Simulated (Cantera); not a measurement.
Input (Python, Cantera) and output of one run.

```python
import numpy as np
import cantera as ct

gas_names = """
    N NO NO2 NO3 N2 N2O O O2 O3 Si SiN SiO SiO2 Si2 Si2N Si3
""".split()
cond_names = """
    Si(cr) Si(L) SiO2(Lqz) SiO2(hqz) SiO2(L) Si2N2O(s) Si3N4(a)
""".split()


def load(file, names, dense=False):
    # The tables refer to 1 bar. Condensed volumes are neglected.
    table = {s.name: s for s in ct.Species.list_from_file(file)}
    out = []
    for n in names:
        d = dict(table[n].input_data)
        d["thermo"] = dict(d["thermo"], **{"reference-pressure": 1e5})
        if dense:
            d["equation-of-state"] = {"model": "constant-volume", "density": "1e6 g/cm^3"}
        out.append(ct.Species.from_dict(d))
    return out


gas = ct.Solution(thermo="ideal-gas", species=load("nasa_gas.yaml", gas_names))
cond = {s.name: ct.Solution(thermo="fixed-stoichiometry", species=[s], name=s.name)
        for s in load("nasa_condensed.yaml", cond_names, dense=True)}
atoms = {
    'Si3N4': {'Si': 3, 'N': 4},
    'O2': {'O': 2},
    'N2': {'N': 2},
}
top_T = {'Si2N2O(s)': 2100, 'Si3N4(a)': 2400}  # K; cautious upper limits of use, not melting points


def equilibrate(T, P, feed):
    n = {}
    for name, mol in feed.items():
        for a, k in atoms[name].items():
            n[a] = n.get(a, 0.0) + k * mol
    gas.TPX = T, P, n
    mass = sum(n.values()) * gas.mean_molecular_weight
    gas.equilibrate("TP")
    valid = [c for c in cond.values() if c.min_temp <= T <= top_T.get(c.name, c.max_temp)]
    mix = ct.Mixture([(gas, mass / gas.mean_molecular_weight)] + [(c, 0.0) for c in valid])
    mix.T, mix.P = T, P
    mix.equilibrate("TP", solver="vcs", rtol=1e-11, max_steps=5000)
    return mix


results = []
feed = {'Si3N4': 1, 'O2': 0.0058, 'N2': 18}  # mol
for P in [0.1, 0.6, 3.6, 22, 130, 770, 4600, 28000, 170000, 1000000]:
    for T in [1498, 1523, 1548, 1573, 1598, 1623, 1648, 1673, 1698, 1723, 1748, 1773]:
        mix = equilibrate(T, P, feed)
        results.append((T, P, feed, dict(zip(mix.species_names, mix.species_moles))))

for T, P, feed, n in results:
    print(f"{T:7g} {P:10.4g}  " + (" + ".join(c for c in cond_names if n.get(c, 0) > 1e-12) or "gas only"))
```

It prints:

```
   1498        0.1  Si(cr)
   1523        0.1  Si(cr)
   1548        0.1  Si(cr)
   1573        0.1  Si(cr)
   1598        0.1  Si(cr)
   1623        0.1  gas only
   1648        0.1  gas only
   1673        0.1  gas only
   1698        0.1  gas only
   1723        0.1  gas only
   1748        0.1  gas only
   1773        0.1  gas only
   1498        0.6  Si(cr)
   1523        0.6  Si(cr)
   1548        0.6  Si(cr)
   1573        0.6  Si(cr)
   1598        0.6  Si(cr)
   1623        0.6  Si(cr)
   1648        0.6  Si(cr)
   1673        0.6  Si(cr)
   1698        0.6  Si(L)
   1723        0.6  gas only
   1748        0.6  gas only
   1773        0.6  gas only
   1498        3.6  Si(cr)
   1523        3.6  Si(cr)
   1548        3.6  Si(cr)
   1573        3.6  Si(cr)
   1598        3.6  Si(cr)
   1623        3.6  Si(cr)
   1648        3.6  Si(cr)
   1673        3.6  Si(cr)
   1698        3.6  Si(L)
   1723        3.6  Si(L)
   1748        3.6  Si(L)
   1773        3.6  Si(L)
   1498         22  Si3N4(a)
   1523         22  Si3N4(a)
   1548         22  Si3N4(a)
   1573         22  Si3N4(a)
   1598         22  Si(cr)
   1623         22  Si(cr)
   1648         22  Si(cr)
   1673         22  Si(cr)
   1698         22  Si(L)
   1723         22  Si(L)
   1748         22  Si(L)
   1773         22  Si(L)
   1498        130  Si2N2O(s) + Si3N4(a)
   1523        130  Si2N2O(s) + Si3N4(a)
   1548        130  Si3N4(a)
   1573        130  Si3N4(a)
   1598        130  Si3N4(a)
   1623        130  Si3N4(a)
   1648        130  Si3N4(a)
   1673        130  Si3N4(a)
   1698        130  Si(L)
   1723        130  Si(L)
   1748        130  Si(L)
   1773        130  Si(L)
   1498        770  Si2N2O(s) + Si3N4(a)
   1523        770  Si2N2O(s) + Si3N4(a)
   1548        770  Si2N2O(s) + Si3N4(a)
   1573        770  Si2N2O(s) + Si3N4(a)
   1598        770  Si2N2O(s) + Si3N4(a)
   1623        770  Si3N4(a)
   1648        770  Si3N4(a)
   1673        770  Si3N4(a)
   1698        770  Si3N4(a)
   1723        770  Si3N4(a)
   1748        770  Si3N4(a)
   1773        770  Si3N4(a)
   1498       4600  Si2N2O(s) + Si3N4(a)
   1523       4600  Si2N2O(s) + Si3N4(a)
   1548       4600  Si2N2O(s) + Si3N4(a)
   1573       4600  Si2N2O(s) + Si3N4(a)
   1598       4600  Si2N2O(s) + Si3N4(a)
   1623       4600  Si2N2O(s) + Si3N4(a)
   1648       4600  Si2N2O(s) + Si3N4(a)
   1673       4600  Si2N2O(s) + Si3N4(a)
   1698       4600  Si2N2O(s) + Si3N4(a)
   1723       4600  Si3N4(a)
   1748       4600  Si3N4(a)
   1773       4600  Si3N4(a)
   1498    2.8e+04  Si2N2O(s) + Si3N4(a)
   1523    2.8e+04  Si2N2O(s) + Si3N4(a)
   1548    2.8e+04  Si2N2O(s) + Si3N4(a)
   1573    2.8e+04  Si2N2O(s) + Si3N4(a)
   1598    2.8e+04  Si2N2O(s) + Si3N4(a)
   1623    2.8e+04  Si2N2O(s) + Si3N4(a)
   1648    2.8e+04  Si2N2O(s) + Si3N4(a)
   1673    2.8e+04  Si2N2O(s) + Si3N4(a)
   1698    2.8e+04  Si2N2O(s) + Si3N4(a)
   1723    2.8e+04  Si2N2O(s) + Si3N4(a)
   1748    2.8e+04  Si2N2O(s) + Si3N4(a)
   1773    2.8e+04  Si2N2O(s) + Si3N4(a)
   1498    1.7e+05  Si2N2O(s) + Si3N4(a)
   1523    1.7e+05  Si2N2O(s) + Si3N4(a)
   1548    1.7e+05  Si2N2O(s) + Si3N4(a)
   1573    1.7e+05  Si2N2O(s) + Si3N4(a)
   1598    1.7e+05  Si2N2O(s) + Si3N4(a)
   1623    1.7e+05  Si2N2O(s) + Si3N4(a)
   1648    1.7e+05  Si2N2O(s) + Si3N4(a)
   1673    1.7e+05  Si2N2O(s) + Si3N4(a)
   1698    1.7e+05  Si2N2O(s) + Si3N4(a)
   1723    1.7e+05  Si2N2O(s) + Si3N4(a)
   1748    1.7e+05  Si2N2O(s) + Si3N4(a)
   1773    1.7e+05  Si2N2O(s) + Si3N4(a)
   1498      1e+06  Si2N2O(s) + Si3N4(a)
   1523      1e+06  Si2N2O(s) + Si3N4(a)
   1548      1e+06  Si2N2O(s) + Si3N4(a)
   1573      1e+06  Si2N2O(s) + Si3N4(a)
   1598      1e+06  Si2N2O(s) + Si3N4(a)
   1623      1e+06  Si2N2O(s) + Si3N4(a)
   1648      1e+06  Si2N2O(s) + Si3N4(a)
   1673      1e+06  Si2N2O(s) + Si3N4(a)
   1698      1e+06  Si2N2O(s) + Si3N4(a)
   1723      1e+06  Si2N2O(s) + Si3N4(a)
   1748      1e+06  Si2N2O(s) + Si3N4(a)
   1773      1e+06  Si2N2O(s) + Si3N4(a)
```

Method: chemical equilibrium by Gibbs-energy minimisation in Cantera with the NASA 1993 tables (ideal gas, pure condensed phases). Mutual solubility and eutectic melting of coexisting phases are not modelled.
